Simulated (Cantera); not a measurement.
Cantera run:

```python
import numpy as np
import cantera as ct

gas_names = [...]  # 76 gases of nasa_gas.yaml made of C, H
cond_names = """
    C(gr) C6H6(L) C7H8(L) C8H18(L),n-octa
""".split()


# ... load() reads the species with a 1 bar reference pressure and builds the phases ...
atoms = {
    'C': {'C': 1},
    'H2': {'H': 2},
}
top_T = {'C(gr)': 4500}  # K; cautious upper limits of use, not melting points


# ... equilibrate(T, P, feed) seeds the gas with the atoms and calls Mixture.equilibrate('TP', solver="vcs", rtol=1e-11, max_steps=5000) ...
results = []
feed = {'C': 1, 'H2': 3.8}  # mol
T = 2423  # K
P = 10000  # Pa
mix = equilibrate(T, P, feed)
results.append((T, P, feed, dict(zip(mix.species_names, mix.species_moles))))
print(gas.report(threshold=0.0001))
for i in range(1, mix.n_phases):
    print(f"{mix.phase(i).name:16s} {mix.phase_moles(i):12.5e} mol")
```

Output:

```
       temperature   2423 K
          pressure   10000 Pa
           density   0.0010613 kg/m^3
  mean mol. weight   2.138 kg/kmol
   phase of matter   gas

                          1 kg             1 kmol
                     ---------------   ---------------
          enthalpy        3.7699e+07        8.0601e+07  J
   internal energy        2.8276e+07        6.0455e+07  J
           entropy        1.0077e+05        2.1545e+05  J/K
    Gibbs function       -2.0647e+08       -4.4143e+08  J
 heat capacity c_p             16404             35073  J/K
 heat capacity c_v             12515             26758  J/K

                      mass frac. Y      mole frac. X     chem. pot. / RT
                     ---------------   ---------------   ---------------
    C2H2,acetylene          0.088428          0.007261           -28.856
                 H          0.025607          0.054315           -11.237
                H2           0.88478           0.93833           -22.475
     [  +73 minor]         0.0011835        8.9644e-05

C(gr)             9.42518e-01 mol
```

Method: chemical equilibrium by Gibbs-energy minimisation in Cantera with the NASA 1993 tables (ideal gas, pure condensed phases).
